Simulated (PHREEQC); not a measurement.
0.021 g of hydrous ferric oxide (600 m²/g; 0.2 weak and 0.005 strong sites per Fe, Dzombak-Morel constants, diffuse double layer) in 1 kg of water with 0.01 mol/kgw of an inert sodium salt and 8.3e-06 mol PbCl2, at 25 °C; the pH is set by adding NaOH or the inert anion's acid. Oxygen is held at 0.21 atm. No CO2 enters from the air. Precipitation was switched off in this run.

The series has 17 steps of pH, from 3 to 9.

All values are PHREEQC results (ion-association model, wateq4f.dat), not measurements.

Near which pH is half of the Pb sorbed, and on which side is more sorbed?

Near pH 6.1, with more sorbed at higher pH.

At which pH does the surface charge pass through zero?

Near pH 8.5.

Species that the database lacks are ignored. The oxide is taken as insoluble; below pH 4 it would dissolve.
